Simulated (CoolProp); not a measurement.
CF4 (R14) at 349.88 K and 0.297 MPa is throttled through a valve to 0.139 MPa with no heat exchange. Each further row changes one setting.

The numbers come from the reference Helmholtz-energy equation of state, Platzer 1990 in CoolProp. This equation is an older, rougher fit.

```
case                        temperature change (K)  final density (kg/m³)
--------------------------  ----------------------  ---------------------
as stated                                     -0.6                   4.22
outlet pressure 0.0417 MPa                    -1.0                   1.27
outlet pressure 0.181 MPa                     -0.4                   5.50
```
